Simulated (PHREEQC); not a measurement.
PHREEQC input (ion-association model, phreeqc.dat):

```
SOLUTION 0
  temp 25
  units mmol/kgw
  pH 7 charge
  Cl 2.21
  Sr 1.1
  O(0) 1 O2(g) -0.68
SOLUTION 1-40
  temp 25
  units mmol/kgw
  pH 7 charge
  Br 22
  K 22
  Cl 0.01
  O(0) 1 O2(g) -0.68
END
EXCHANGE 1-40
  X 0.0017
  -equilibrate 1
END
SELECTED_OUTPUT 1
  -reset false
  -pH true
  -pe true
  -ionic_strength true
  -water true
  -step true
  -totals Br Cl K Sr
  -molalities SrX2 KX
  -saturation_indices Sylvite
PRINT
  -reset false
TRANSPORT
  -cells 40
  -shifts 160
  -lengths 0.0025
  -time_step 720
  -dispersivities 0.0035
  -boundary_conditions flux flux
  -correct_disp true
  -punch_cells 40
  -punch_frequency 5
END
```

Selected output (columns that matter, 19 of 33 rows; pore volumes added in front):

```
pore volumes	pH	mu	Br	Cl	K	Sr	m_SrX2	m_KX	si_Sylvite
0	5.0525	0.02201	0.022	1e-05	0.022	0	0	0.0017	-7.6858
0.2625	5.0525	0.02201	0.022	1e-05	0.022	5.0719e-17	2.8823e-17	0.0017	-7.6858
0.5125	5.0524	0.021866	0.02184	2.5986e-05	0.021856	7.013e-09	4.0381e-09	0.0017	-7.2736
0.6375	5.0516	0.020879	0.020743	0.00013572	0.020868	1.0894e-07	6.8796e-08	0.0016999	-6.5732
0.8875	5.0453	0.014566	0.013729	0.00083713	0.014555	5.2491e-07	6.8045e-07	0.0016986	-5.9216
1.1375	5.0352	0.007525	0.0059052	0.0016195	0.0075142	2.6634e-07	1.2935e-06	0.0016974	-5.8948
1.3875	5.0268	0.0039045	0.0018827	0.0020217	0.0038943	8.4944e-08	1.5351e-06	0.0016969	-6.0631
1.5125	5.0243	0.003097	0.00098542	0.0021115	0.0030867	9.2504e-08	2.6538e-06	0.0016947	-6.1391
1.7625	5.0244	0.0031115	0.00024335	0.0021857	0.001054	0.00068249	0.00079181	0.00011638	-6.5909
2.0125	5.0249	0.0032611	5.4509e-05	0.0022045	0.00024502	0.001002	0.00083851	2.2975e-05	-7.222
2.2625	5.025	0.0032966	1.1434e-05	0.0022089	5.7754e-05	0.0010763	0.00084737	5.2529e-06	-7.849
2.5125	5.025	0.0033064	2.2917e-06	0.0022098	1.3434e-05	0.0010943	0.00084939	1.2132e-06	-8.4823
2.6375	5.025	0.0033082	1.013e-06	0.0022099	6.4396e-06	0.0010972	0.00084971	5.8088e-07	-8.8016
2.8875	5.025	0.0033095	1.9408e-07	0.00221	1.4629e-06	0.0010994	0.00084993	1.3185e-07	-9.4453
3.1375	5.025	0.0033099	3.6438e-08	0.00221	3.2794e-07	0.0010999	0.00084999	2.9551e-08	-10.095
3.3875	5.025	0.00331	6.7383e-09	0.00221	7.271e-08	0.0011	0.00085	6.5517e-09	-10.749
3.5125	5.025	0.00331	2.8847e-09	0.00221	3.412e-08	0.0011	0.00085	3.0744e-09	-11.078
3.7625	5.025	0.00331	5.249e-10	0.00221	7.4704e-09	0.0011	0.00085	6.7313e-10	-11.737
4.0125	5.025	0.00331	9.4777e-11	0.00221	1.6253e-09	0.0011	0.00085	1.4645e-10	-12.4
```

Species that the database lacks are ignored.
